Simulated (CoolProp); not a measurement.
Acetone along the isotherm -2.35 °C: fugacity coefficient from the reference equation and from simpler models built on Tc = 235.0 °C, pc = 4692 kPa, ω = 0.307; each cubic takes its own stable root.

Values from CoolProp's reference Helmholtz-energy equation of state, Lemmon 2006. It is a short technical equation, of lower accuracy than the large ones.

| p (kPa) | phase | reference |
|---|---|---|
| 37.1 | liquid | 0.2187 |
| 57.8 | liquid | 0.1405 |
| 89.9 | liquid | 0.09042 |
| 140 | liquid | 0.05815 |
| 218 | liquid | 0.03744 |
| 340 | liquid | 0.02410 |
| 529 | liquid | 0.01558 |
| 823 | liquid | 0.01011 |
| 1280 | liquid | 0.006594 |
| 2000 | liquid | 0.004317 |
| 3110 | liquid | 0.002875 |
| 4840 | liquid | 0.001951 |
| 7530 | liquid | 0.001365 |
| 11700 | liquid | 0.001001 |

**Question.** How far does each simpler model (van der Waals, Redlich-Kwong, Peng-Robinson) lie from the reference over these 14 states: mean and median of the absolute difference, and the worst?

**Answer.** 
- van der Waals: mean 1991.1 %, median 2238.1 %, worst +3137.8 % at -2.35 °C and 11700 kPa
- Redlich-Kwong: mean 207.8 %, median 202.5 %, worst +238.2 % at -2.35 °C and 11700 kPa
- Peng-Robinson: mean 1.0 %, median 0.6 %, worst +4.7 % at -2.35 °C and 11700 kPa

At some of these states van der Waals gives the other phase, because its saturation line lies elsewhere.
